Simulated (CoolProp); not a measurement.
Model: reference Helmholtz-energy equation of state, Lemmon 2006, in CoolProp. It is a short technical equation, of lower accuracy than the large ones.

Give the vapour pressure (bar), liquid density (kg/m³), enthalpy of vaporisation (kJ/kg), vapour Z of saturated nitrous oxide at 290.6 K.


```tsv
T (K)	p (bar)	liquid density (kg/m³)	enthalpy of vaporisation (kJ/kg)	vapour Z
290.6	47.7	804	180	0.598
```
